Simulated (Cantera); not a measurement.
A perfectly stirred reactor is fed with H₂ : O₂ : N₂ = 0.053 : 0.18 : 1.1 (molar parts), equivalence ratio 0.15, at 0.00395 atm; it is held at 1300 K, and followed from long to short residence time.

Model: GRI-Mech 3.0 (53 species, 325 reactions), integrated in Cantera. Radical loss at walls, strong at low pressure, is not modelled. The temperature is held fixed by assumption; the heat of reaction is taken as removed at once.

One state of this run: x H₂ = 0.00605; x O₂ = 0.115; x OH = 0.00306; x NO = 4.06e-8; x N₂O = 5.95e-10. x: mole fraction; the columns are a selection and need not sum to one.

### Question
Which value of τ (s) does it belong to?
A. 0.17
B. 0.95
C. 0.031
D. 0.013

### Answer
D, 0.013
